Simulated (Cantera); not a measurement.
Input: 1 mol C3H8, 2.1 mol NH3, 7.4 mol H2, 1.4 mol CO2, at 1.00 bar.

Equilibrium computed with Cantera from the NASA thermochemical tables; the gas is ideal and each condensed phase is pure. Candidate condensed phases: C, C6H6, C7H8, C8H18, H2O; 136 gas species. The numbers say what is thermodynamically allowed, not how fast it happens. All values below are at 952 °C.

Base state: H2 0.781, CO 0.151, N2 0.0576, CH4 0.00801, H2O 0.00232, CO2 0.000305, NH3 2.82e-5, HCN 2.07e-5 (mole fractions); condensed: C(graphite).

Question: What changes in the equilibrium state with this change: pressure from 1.00 bar to 0.133 bar?

Answer: 
```csv
species,before,after
H2,0.781,0.789
CO,0.151,0.152
N2,0.0576,0.0571
CH4,0.00801,0.00109
H2O,0.00232,0.000314
NH3,2.82e-5,3.81e-6
CO2,0.000305,4.12e-5
HCN,2.07e-5,2.08e-5
"C(graphite), mol",1.50,1.59
```
